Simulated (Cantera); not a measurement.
An isothermal, constant-pressure homogeneous reactor starts with N2O : H2 : N2 = 1 : 0.024 : 3.4 (molar parts), at 1225 K and 100.0 Torr.

Computed with Cantera and GRI-Mech 3.0 (53 species, 325 reactions). GRI-Mech 3.0 was tuned for natural gas; its chemistry of N2O as a main component is partial and can be far from experiment. The mechanism lacks the step 2 NO + O2 → 2 NO2, which can matter for NO2 below about 1400 K. The temperature is held fixed by assumption; the heat of reaction is taken as removed at once.

**Question.** Predict: x(N2O) at 90.0 s; x(H2) at 90.0 s; x(NO) at 90.0 s; x(O2) at 90.0 s; x(OH) at 90.0 s; x(H2O) at 90.0 s.

**Answer.** 
```
Item                                                 Value
----------------  ----------------------------------------
x(N2O) at 90.0 s   7.58e-5 (gas-phase equilibrium 4.67e-9)
x(H2) at 90.0 s   1.24e-9 (gas-phase equilibrium 9.04e-10)
x(NO) at 90.0 s    0.0189 (gas-phase equilibrium 0.000174)
x(O2) at 90.0 s      0.0898 (gas-phase equilibrium 0.0993)
x(OH) at 90.0 s    1.44e-6 (gas-phase equilibrium 1.27e-6)
x(H2O) at 90.0 s   0.00489 (gas-phase equilibrium 0.00489)
```
